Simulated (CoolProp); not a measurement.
Vapour-liquid equilibrium of toluene (1) + n-octane (2) at 381 K; x and y are mole fractions of (1).

Values from CoolProp's multi-fluid Helmholtz-energy mixture model, Lemmon 2006 and Beckmüller 2019; pair parameters Bell 2016.

```tsv
x	bubble pressure, mixture model (kPa)	bubble pressure, Raoult's law (kPa)	y, mixture model	y, Raoult's law
0.05	63.08	61.81	0.092	0.076
0.125	67.23	64.32	0.211	0.182
0.2	71.04	66.84	0.312	0.280
0.275	74.50	69.35	0.400	0.371
0.35	77.65	71.87	0.476	0.456
0.425	80.48	74.38	0.545	0.535
0.5	83.03	76.90	0.609	0.609
0.575	85.32	79.41	0.668	0.678
0.65	87.36	81.93	0.725	0.743
0.725	89.16	84.44	0.781	0.804
0.8	90.72	86.96	0.837	0.862
0.875	92.05	89.47	0.895	0.916
0.95	93.12	91.99	0.956	0.967
```

The largest gap from Raoult's law is +8.2 % in bubble pressure, at x = 0.425. No azeotrope shows between x = 0.05 and 0.95.

Pair parameters are fitted to limited data, so mixtures are less certain than the pure fluids.
